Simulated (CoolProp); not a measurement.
Properties of n-heptane along the isobar 3060 kPa.

Model: reference Helmholtz-energy equation of state, Span 2003, in CoolProp. It is a short technical equation, of lower accuracy than the large ones.

```tsv
T (°C)	phase	cv (kJ/(kg K))	Joule-Thomson coefficient (K/MPa)	isothermal compressibility (1/MPa)	fugacity coefficient
131.55	liquid	2.187	-0.1994	0.003816	0.08415
146.55	liquid	2.247	-0.1479	0.004589	0.1155
161.65	liquid	2.306	-0.08419	0.005630	0.1541
176.75	liquid	2.365	-0.002977	0.007079	0.1998
191.75	liquid	2.424	0.1047	0.009184	0.2524
206.85	liquid	2.483	0.2586	0.01250	0.3121
221.95	liquid	2.542	0.4967	0.01824	0.3778
236.95	liquid	2.603	0.9126	0.02980	0.4479
252.05	liquid	2.670	1.844	0.06178	0.5216
267.15	liquid	2.757	5.538	0.2655	0.5950
282.15	supercritical	2.833	18.83	1.251	0.6533
297.25	supercritical	2.837	13.28	0.7133	0.6913
```
